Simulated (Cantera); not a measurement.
Cantera run:

```python
import numpy as np
import cantera as ct

gas_names = """
    CL CL2 H HCL H2 Si SiCL SiCL2 SiCL3 SiCL4 SiH SiHCL3 SiH2 SiH2CL2 SiH3 SiH3CL SiH4 Si2 Si3
""".split()
cond_names = """
    Si(cr) Si(L)
""".split()


def load(file, names, dense=False):
    # The tables refer to 1 bar. Condensed volumes are neglected.
    table = {s.name: s for s in ct.Species.list_from_file(file)}
    out = []
    for n in names:
        d = dict(table[n].input_data)
        d["thermo"] = dict(d["thermo"], **{"reference-pressure": 1e5})
        if dense:
            d["equation-of-state"] = {"model": "constant-volume", "density": "1e6 g/cm^3"}
        out.append(ct.Species.from_dict(d))
    return out


gas = ct.Solution(thermo="ideal-gas", species=load("nasa_gas.yaml", gas_names))
cond = {s.name: ct.Solution(thermo="fixed-stoichiometry", species=[s], name=s.name)
        for s in load("nasa_condensed.yaml", cond_names, dense=True)}
atoms = {
    'Si2Cl6': {'Si': 2, 'CL': 6},
    'Cl2': {'CL': 2},
    'H2': {'H': 2},
}
top_T = {}  # K; cautious upper limits of use, not melting points


def equilibrate(T, P, feed):
    n = {}
    for name, mol in feed.items():
        for a, k in atoms[name].items():
            n[a] = n.get(a, 0.0) + k * mol
    gas.TPX = T, P, n
    mass = sum(n.values()) * gas.mean_molecular_weight
    gas.equilibrate("TP")
    valid = [c for c in cond.values() if c.min_temp <= T <= top_T.get(c.name, c.max_temp)]
    mix = ct.Mixture([(gas, mass / gas.mean_molecular_weight)] + [(c, 0.0) for c in valid])
    mix.T, mix.P = T, P
    mix.equilibrate("TP", solver="vcs", rtol=1e-11, max_steps=5000)
    return mix


results = []
feed = {'Si2Cl6': 1, 'Cl2': 0.02, 'H2': 57}  # mol
T = 1173  # K
P = 10000  # Pa
mix = equilibrate(T, P, feed)
results.append((T, P, feed, dict(zip(mix.species_names, mix.species_moles))))
x = sorted(zip(gas.X, gas.species_names), reverse=True)
print(f"T = {T:g} K  P = {P:g} Pa  gas = {mix.phase_moles(0):.4g} mol")
print("   x: " + "  ".join(f"{s} {v:.3e}" for v, s in x if v > 1e-06))
print("   condensed (mol): " + ("  ".join(f"{mix.phase(i).name} {mix.phase_moles(i):.4g}"
      for i in range(1, mix.n_phases) if mix.phase_moles(i) > 1e-12) or "none"))
```

Output:

```
T = 1173 K  P = 10000 Pa  gas = 59.15 mol
   x: H2 9.412e-01  HCL 3.936e-02  SiCL4 8.662e-03  SiHCL3 4.827e-03  SiCL2 3.745e-03  SiCL3 1.814e-03  SiH2CL2 3.443e-04  SiH3CL 6.667e-06
   condensed (mol): Si(cr) 0.8526
```

Cantera equilibrium calculation (NASA polynomials, part measured and part estimated; ideal gas, pure solids and liquids). The feed counts by its element totals alone. The tables' values for SiCl3 are old estimates; treat these amounts as uncertain.
